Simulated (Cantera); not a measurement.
What does this Cantera script print?

```python
import numpy as np
import cantera as ct

gas_names = """
    H HO2 H2 H2O H2O2 Hg O OH O2 O3
""".split()
cond_names = """
    H2O(s) H2O(L) Hg(cr) Hg(L) HgO(s)
""".split()


def load(file, names, dense=False):
    # The tables refer to 1 bar. Condensed volumes are neglected.
    table = {s.name: s for s in ct.Species.list_from_file(file)}
    out = []
    for n in names:
        d = dict(table[n].input_data)
        d["thermo"] = dict(d["thermo"], **{"reference-pressure": 1e5})
        if dense:
            d["equation-of-state"] = {"model": "constant-volume", "density": "1e6 g/cm^3"}
        out.append(ct.Species.from_dict(d))
    return out


gas = ct.Solution(thermo="ideal-gas", species=load("nasa_gas.yaml", gas_names))
cond = {s.name: ct.Solution(thermo="fixed-stoichiometry", species=[s], name=s.name)
        for s in load("nasa_condensed.yaml", cond_names, dense=True)}
atoms = {
    'HgO': {'Hg': 1, 'O': 1},
    'O2': {'O': 2},
    'H2': {'H': 2},
}
top_T = {}  # K; cautious upper limits of use, not melting points


def equilibrate(T, P, feed):
    n = {}
    for name, mol in feed.items():
        for a, k in atoms[name].items():
            n[a] = n.get(a, 0.0) + k * mol
    gas.TPX = T, P, n
    mass = sum(n.values()) * gas.mean_molecular_weight
    gas.equilibrate("TP")
    valid = [c for c in cond.values() if c.min_temp <= T <= top_T.get(c.name, c.max_temp)]
    mix = ct.Mixture([(gas, mass / gas.mean_molecular_weight)] + [(c, 0.0) for c in valid])
    mix.T, mix.P = T, P
    mix.equilibrate("TP", solver="vcs", rtol=1e-11, max_steps=5000)
    return mix


results = []
feed = {'HgO': 1, 'O2': 0.43, 'H2': 66}  # mol
T = 1248  # K
P = 1200  # Pa
mix = equilibrate(T, P, feed)
results.append((T, P, feed, dict(zip(mix.species_names, mix.species_moles))))
x = sorted(zip(gas.X, gas.species_names), reverse=True)
print(f"T = {T:g} K  P = {P:g} Pa  gas = {mix.phase_moles(0):.4g} mol")
print("   x: " + "  ".join(f"{s} {v:.3e}" for v, s in x if v > 1e-06))
print("   condensed (mol): " + ("  ".join(f"{mix.phase(i).name} {mix.phase_moles(i):.4g}"
      for i in range(1, mix.n_phases) if mix.phase_moles(i) > 1e-12) or "none"))
```

It prints:

```
T = 1248 K  P = 1200 Pa  gas = 67 mol
   x: H2 9.573e-01  H2O 2.776e-02  Hg 1.493e-02  H 4.171e-06
   condensed (mol): none
```

Equilibrium computed with Cantera from the NASA thermochemical tables; the gas is ideal and each condensed phase is pure.
